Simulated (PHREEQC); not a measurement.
**Acid rinse or clean (model solution)**

Consider water at 25 °C with 0.0024 mol H2SO4 and 0.0016 mol ZnSO4 per kg of water. Closed to the air; pH follows from the charge balance.

Equilibrium calculation in PHREEQC: ion-association model, phreeqc.dat.

Precipitation was switched off in this run.

Task: What pH, specific conductance, ionic strength does the model give?

Result: pH 2.43; specific conductance 1860 µS/cm; ionic strength 0.0106 mol/kgw.

Task: In which forms is Zn present?

Result: Zn+2 77 %, ZnSO4 23 %, Zn(SO4)2-2 0.5 % of the Zn.

Species that the database lacks are ignored.
